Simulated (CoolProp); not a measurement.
Vapour pressure (bar) of propylene: the reference equation beside estimates from Tc = 91.1 °C, pc = 45.55 bar, ω = 0.146.

Model: reference Helmholtz-energy equation of state, Lemmon 2013, in CoolProp.

```
T (°C)  reference  Lee-Kesler  van der Waals  Redlich-Kwong  Peng-Robinson
------  ---------  ----------  -------------  -------------  -------------
-45.15      1.132       1.121          5.034          1.437          1.138
-42.05      1.296       1.286          5.425          1.639          1.302
-38.85      1.485       1.474          5.850          1.870          1.489
-35.65      1.693       1.684          6.296          2.125          1.696
-32.45      1.924       1.916          6.764          2.404          1.925
-29.35      2.170       2.163          7.240          2.699          2.170
-26.15      2.447       2.442          7.753          3.031          2.446
-22.95      2.751       2.748          8.290          3.392          2.748
-19.75      3.083       3.082          8.851          3.783          3.078
```

Absolute difference from the reference over all 9 rows, mean and median: Lee-Kesler 0.5 and 0.4 %, van der Waals 257.7 and 251.6 %, Redlich-Kwong 24.9 and 24.9 %, Peng-Robinson 0.2 and 0.2 %.
